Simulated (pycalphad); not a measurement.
**Phase fractions of Cu-61.65Si (at.%)**

Computed with pycalphad from the COST 507 light-alloy database (1999), at 1 atm. These are 1990s assessments: newer ones move some temperatures and phases. Amounts are mole fractions of atoms. Diffusion is slow at the low end, where real alloys seldom reach equilibrium.

```csv
T (K),liquid,diamond (Si),CU19SI6_ETA
1450,1.000,-,-
1350,0.784,0.216,-
1250,0.652,0.348,-
1150,0.585,0.415,-
1050,-,0.495,0.505
950,-,0.495,0.505
850,-,0.495,0.505
750,-,0.495,0.505
650,-,0.495,0.505
550,-,0.495,0.505
```

Database names, with the compositions (at.%) that they take in these runs: CU19SI6_ETA: Cu 76 Si 24.
